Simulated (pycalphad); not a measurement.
Computed with pycalphad from the COST 507 light-alloy database (1999), at 1 atm. No gas phase is included, though pure Mg would boil below 1650 K. These are 1990s assessments: newer ones move some temperatures and phases. Kinetics are ignored, which matters at the lower temperatures.

Molar enthalpy of Mg-4.406Si-3.694Al (wt.%) in equilibrium (SER reference):

| T (K) | H (kJ/mol) | phases |
|---|---|---|
| 1650 | 49.89 | LIQUID |
| 1575 | 47.34 | LIQUID |
| 1500 | 44.80 | LIQUID |
| 1425 | 42.25 | LIQUID |
| 1350 | 39.70 | LIQUID |
| 1275 | 37.16 | LIQUID |
| 1200 | 34.61 | LIQUID |
| 1125 | 32.06 | LIQUID |
| 1050 | 29.52 | LIQUID |
| 1025 | 28.67 | LIQUID |
| 975 | 25.98 | LIQUID + MG2SI |
| 900 | 22.33 | LIQUID + MG2SI |
| 825 | 12.23 | HCP_A3 + MG2SI |
| 800 | 11.48 | HCP_A3 + MG2SI |
| 750 | 9.99 | HCP_A3 + MG2SI |
| 675 | 7.82 | HCP_A3 + MG2SI |
| 600 | 5.71 | HCP_A3 + MG2SI |
| 525 | 3.65 | HCP_A3 + MG2SI |
| 450 | 1.47 | HCP_A3 + MG2SI + ALMG_GAMMA |
| 375 | -0.63 | HCP_A3 + MG2SI + ALMG_GAMMA |

Cooling from 1025 K to 825 K, across the freezing range, releases 16.4 kJ/mol, or 670 J/g. The slope is 34 J/(mol K) in the liquid and 30 J/(mol K) just below the solidus, where it includes any heat of precipitation. Liquidus 1016 K, solidus 838 K. Changes were sought between steps of 25 K, so a narrower field can be missed.

Database names, with the compositions (at.%) that they take in these runs: MG2SI: Mg 67 Si 33; ALMG_GAMMA: Mg 59 Al 41. HCP_A3 is hcp.
